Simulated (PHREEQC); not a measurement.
A solution holds 60 mmol/kgw HF, 0.11 mmol/kgw CsF and 40 mmol/kgw H2SiF6, at 25 °C. Closed to the air; pH follows from the charge balance.

Equilibrium calculation in PHREEQC: ion-association model, wateq4f.dat.

No solid was allowed to form.

Q: Estimate the pH, ionic strength.

A: pH 1.18; ionic strength 0.121 mol/kgw.

Q: In which forms is F present?

A: SiF6-2 80 %, HF 16 %, H2F2 4.0 % of the F.

SiF6-2 is the database's only silicon fluoride.
